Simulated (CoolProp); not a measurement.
A closed Brayton cycle with dry air: compressor inlet 328.15 K and 3.1 MPa, high pressure 6.68 MPa, turbine inlet 810 K, compressor efficiency 0.85, turbine efficiency 0.9, recuperator effectiveness 0.9 (on enthalpy, no pinch check). Each further row changes one setting.

Model: reference Helmholtz-energy equation of state, Lemmon 2000, in CoolProp. It is a pseudo-pure fit of the blend.

```csv
case,thermal efficiency (%),net work (kJ/kg),compressor to turbine work,compressor exit (K),turbine exit (K)
as stated,29.3,51.9,0.65,423.2,675.7
turbine inlet 760 K,26.1,42.7,0.69,423.2,632.7
compressor inlet 338.15 K,27.8,(withheld),0.67,436.0,675.7
high pressure 5.68 MPa,29.5,(withheld),(withheld),(withheld),702.2
recuperator effectiveness 0.5,18.3,51.9,0.65,423.2,675.7
```

Q: Fill in the missing entries.

A: 
- compressor inlet 338.15 K, net work (kJ/kg): 48.9
- high pressure 5.68 MPa, net work (kJ/kg): 45.2
- high pressure 5.68 MPa, compressor to turbine work: 0.62
- high pressure 5.68 MPa, compressor exit (K): 401.4
